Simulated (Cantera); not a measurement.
A closed system holds: 1 mol Si, a varied amount of O₂, 20 mol CO, 0.34 mol NH₃, at 1252 °C and 0.00380 bar.

These are equilibrium values from Cantera (NASA tables, ideal gas, pure condensed phases), not measurements of a reactor. Candidate condensed phases: C, C₆H₆, C₇H₈, C₈H₁₈, H₂O, Si, SiC, SiO₂, Si₂N₂O, Si₃N₄; 151 gas species. Mutual solubility and eutectic melting of coexisting phases are not modelled. The tables hold silica as quartz up to 1696 K and as liquid above; real silica turns to tridymite and cristobalite and melts near 1996 K. Equilibrium is a limit: real reactors are often held back by kinetics, nucleation or transport.

log p: log10 of the partial pressure in bar; n: condensed amount in mol.

```json
[
 {"n(O₂) (mol)": "0.12", "log p CO": "-2.45", "log p SiO": "-3.95", "log p H₂": "-4.03", "log p N₂": "-4.51", "log p H": "-6.64", "log p CO₂": "-7.59", "log p HCN": "-7.75", "n SiC(s)": "0.380", "n Si₂N₂O(s)": "0", "n SiO₂(β-quartz)": "0"},
 {"n(O₂) (mol)": "0.15", "log p CO": "-2.45", "log p SiO": "-3.93", "log p H₂": "-4.04", "log p N₂": "-4.51", "log p H": "-6.64", "log p CO₂": "-7.58", "log p HCN": "-7.77", "n SiC(s)": "0.350", "n Si₂N₂O(s)": "0", "n SiO₂(β-quartz)": "0"},
 {"n(O₂) (mol)": "0.2", "log p CO": "-2.45", "log p SiO": "-3.90", "log p H₂": "-4.04", "log p N₂": "-4.52", "log p H": "-6.64", "log p CO₂": "-7.57", "log p HCN": "-7.79", "n SiC(s)": "0.298", "n Si₂N₂O(s)": "___", "n SiO₂(β-quartz)": "0"},
 {"n(O₂) (mol)": "0.27", "log p CO": "-2.45", "log p SiO": "-3.88", "log p H₂": "-4.04", "log p N₂": "-4.57", "log p H": "-6.65", "log p CO₂": "-7.55", "log p HCN": "-7.82", "n SiC(s)": "0.221", "n Si₂N₂O(s)": "___", "n SiO₂(β-quartz)": "0"},
 {"n(O₂) (mol)": "0.35", "log p CO": "-2.45", "log p SiO": "-3.85", "log p H₂": "-4.04", "log p N₂": "-4.61", "log p H": "-6.65", "log p CO₂": "-7.54", "log p HCN": "-7.86", "n SiC(s)": "0.134", "n Si₂N₂O(s)": "___", "n SiO₂(β-quartz)": "0"},
 {"n(O₂) (mol)": "0.47", "log p CO": "-2.45", "log p SiO": "-3.81", "log p H₂": "-4.05", "log p N₂": "-4.66", "log p H": "-6.65", "log p CO₂": "-7.53", "log p HCN": "-7.90", "n SiC(s)": "0.0183", "n Si₂N₂O(s)": "___", "n SiO₂(β-quartz)": "0.0222"},
 {"n(O₂) (mol)": "0.62", "log p CO": "-2.45", "log p SiO": "-3.87", "log p H₂": "-4.04", "log p N₂": "-4.52", "log p H": "-6.65", "log p CO₂": "-7.47", "log p HCN": "-7.89", "n SiC(s)": "0", "n Si₂N₂O(s)": "0", "n SiO₂(β-quartz)": "0.240"},
 {"n(O₂) (mol)": "0.82", "log p CO": "-2.44", "log p SiO": "-4.19", "log p H₂": "-4.04", "log p N₂": "-4.51", "log p H": "-6.64", "log p CO₂": "-7.14", "log p HCN": "-8.19", "n SiC(s)": "0", "n Si₂N₂O(s)": "0", "n SiO₂(β-quartz)": "0.640"}
]
```

Complete the blanks.


- 0.2, n Si₂N₂O(s): 0.00401
- 0.27, n Si₂N₂O(s): 0.0182
- 0.35, n Si₂N₂O(s): 0.0325
- 0.47, n Si₂N₂O(s): 0.0458
